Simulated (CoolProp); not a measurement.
Vapour-liquid equilibrium of carbonyl sulfide (1) + propane (2) at 26.5 kPa; x and y are mole fractions of (1).

Model: multi-fluid Helmholtz-energy mixture model, Lemmon 2006 and Lemmon 2009; pair parameters Bell 2016, in CoolProp.

```json
[
 {"x": "0.05", "bubble temperature, mixture model (°C)": "___", "bubble temperature, Raoult's law (°C)": "-69.0", "y, mixture model": "0.085", "y, Raoult's law": "0.073"},
 {"x": "0.2", "bubble temperature, mixture model (°C)": "-70.8", "bubble temperature, Raoult's law (°C)": "-70.2", "y, mixture model": "0.286", "y, Raoult's law": "0.272"},
 {"x": "0.35", "bubble temperature, mixture model (°C)": "___", "bubble temperature, Raoult's law (°C)": "-71.3", "y, mixture model": "0.445", "y, Raoult's law": "0.447"},
 {"x": "0.5", "bubble temperature, mixture model (°C)": "-72.8", "bubble temperature, Raoult's law (°C)": "-72.4", "y, mixture model": "0.588", "y, Raoult's law": "0.600"},
 {"x": "0.65", "bubble temperature, mixture model (°C)": "___", "bubble temperature, Raoult's law (°C)": "-73.3", "y, mixture model": "___", "y, Raoult's law": "0.737"},
 {"x": "0.8", "bubble temperature, mixture model (°C)": "-74.4", "bubble temperature, Raoult's law (°C)": "-74.3", "y, mixture model": "___", "y, Raoult's law": "0.858"},
 {"x": "0.95", "bubble temperature, mixture model (°C)": "___", "bubble temperature, Raoult's law (°C)": "-75.1", "y, mixture model": "___", "y, Raoult's law": "0.966"}
]
```

Q: What belongs in the gaps?

A: 
- 0.05, bubble temperature, mixture model (°C): -69.3
- 0.35, bubble temperature, mixture model (°C): -71.9
- 0.65, bubble temperature, mixture model (°C): -73.6
- 0.65, y, mixture model: 0.722
- 0.8, y, mixture model: 0.849
- 0.95, bubble temperature, mixture model (°C): -75.2
- 0.95, y, mixture model: 0.965

The largest gap from Raoult's law is -0.6 K in bubble temperature, at x = 0.2. No azeotrope shows between x = 0.05 and 0.95.

The pair parameters rest on a limited set of measurements; away from them the model extrapolates.
